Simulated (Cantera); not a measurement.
Moist CO burnout

An isothermal, constant-pressure homogeneous reactor starts with 0.709 % CO, 2.27 % O₂, 2.55 % H₂O, 94.5 % N₂, equivalence ratio 0.16, at 1400 K and 13000 Pa.

Computed with Cantera and GRI-Mech 3.0 (53 species, 325 reactions).

```
t (s)         x CO    x O₂   x H₂O      x OH    x H₂O₂
--------  --------  ------  ------  --------  --------
3.00e-6    0.00709  0.0227  0.0255  7.22e-12    <1e-12
1.18e-5    0.00709  0.0227  0.0255  3.07e-11    <1e-12
4.60e-5    0.00709  0.0227  0.0255  1.55e-10    <1e-12
0.000180   0.00709  0.0227  0.0255   1.10e-9    <1e-12
0.000706   0.00709  0.0227  0.0255   1.14e-8  2.99e-12
0.00277    0.00708  0.0227  0.0255   6.13e-7  2.08e-11
0.0108     0.00295  0.0204  0.0240  0.000734   6.10e-8
0.0425    0.000183  0.0191  0.0250  0.000463   3.97e-8
0.166      1.66e-5  0.0192  0.0255  0.000138   7.76e-9
0.652      1.60e-6  0.0192  0.0256   4.49e-5   1.17e-9
2.55       2.81e-7  0.0192  0.0256   1.97e-5  2.58e-10
10.0       1.42e-7  0.0192  0.0256   1.44e-5  1.45e-10
```
x: mole fraction; the columns are a selection and need not sum to one.

Equilibrium at this temperature and pressure: CO 1.41e-7, O₂ 0.0191, H₂O 0.0256, OH 1.43e-5, H₂O₂ 1.43e-10 (gas phase only).
